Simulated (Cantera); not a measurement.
Feed: 1 mol SiHCl3, 1.1 mol HCl, 99 mol H2, equilibrated at 400 Pa.

Equilibrium computed with Cantera from the NASA thermochemical tables; the gas is ideal and each condensed phase is pure. Candidate condensed phases: Si; 19 gas species. Kinetics and transport are ignored.

Over these rows the condensed part is Si(s). Partial pressures as log10 of bar:

```json
[
 {"T (K)": "1348", "1000/T (1/K)": "0.7418", "log p Si": "-9.73", "log p H2": "-2.41", "log p HCl": "-3.87"},
 {"T (K)": "1398", "1000/T (1/K)": "0.7153", "log p Si": "-9.11", "log p H2": "-2.41", "log p HCl": "-3.88"},
 {"T (K)": "1448", "1000/T (1/K)": "0.6906", "log p Si": "-8.53", "log p H2": "-2.41", "log p HCl": "-3.88"},
 {"T (K)": "1498", "1000/T (1/K)": "0.6676", "log p Si": "-8.00", "log p H2": "-2.41", "log p HCl": "-3.88"},
 {"T (K)": "1548", "1000/T (1/K)": "0.6460", "log p Si": "-7.50", "log p H2": "-2.41", "log p HCl": "-3.88"},
 {"T (K)": "1598", "1000/T (1/K)": "0.6258", "log p Si": "?", "log p H2": "-2.41", "log p HCl": "-3.89"}
]
```

**Question.** Fit log p(Si) = a + b·(1000/T) to the five rows, give the apparent enthalpy, and predict the row at 1598 K.

**Answer.** Means: 1000/T = 0.6923, log p = -8.574. Sxy = -0.133529, Sxx = 0.0057359, so b = -23.28 and a = -8.574 − (-23.28)×0.6923 = 7.54.
Apparent enthalpy: −19.145 × (-23.28) = 446 kJ/mol. The condensed phases alone fix this pressure, through Si(s) = Si(g), so the slope is that reaction's ΔH° and the other gases don't enter. The five rows lie within 0.01 of the line.
Prediction at 1598 K: 7.54 + (-23.28)×0.6258 = -7.03. The computed value is -7.03, 0.00 from the line.
